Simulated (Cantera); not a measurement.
A perfectly stirred reactor is fed with CH₃OH : O₂ : N₂ : H₂O = 1 : 1 : 3.76 : 0.4 (molar parts), at 0.987 atm; it is adiabatic with a 450 K inlet, and is followed from long to short residence time, starting on the burning branch (τ in s: 0.035, 0.017, 0.0083, 0.004, 0.002, 0.00096, 0.00047, 0.00023, 0.00011, 5.4e-05, 2.6e-05, 1.3e-05).

Computed with Cantera and GRI-Mech 3.0 (53 species, 325 reactions). GRI-Mech 3.0 was tuned for natural gas; its chemistry of methanol as a main component is partial and can be far from experiment.

Problem. What does this change do: pressure from 0.987 atm to 0.306 atm?

Solution. 
```csv
quantity,before,after
"blow-out, bracketed by the residence times tried","burning at 0.110 ms, out at 54.0 µs","burning at 0.470 ms, out at 0.230 ms"
x(CH₃OH) at τ = 35.0 ms,3.37e-6,4.65e-6
x(O₂) at τ = 35.0 ms,0.000177,0.000595
x(H₂O) at τ = 35.0 ms,0.266,0.262
x(CH₂O) at τ = 35.0 ms,3.02e-6,3.95e-6
x(CH₄) at τ = 35.0 ms,3.26e-6,2.17e-6
x(CH₃OH) at τ = 0.470 ms,8.65e-5,0.000267
x(O₂) at τ = 0.470 ms,0.00315,0.00817
x(H₂O) at τ = 0.470 ms,0.259,0.255
x(CH₂O) at τ = 0.470 ms,6.85e-5,0.000200
x(CH₄) at τ = 0.470 ms,6.15e-5,0.000106
```
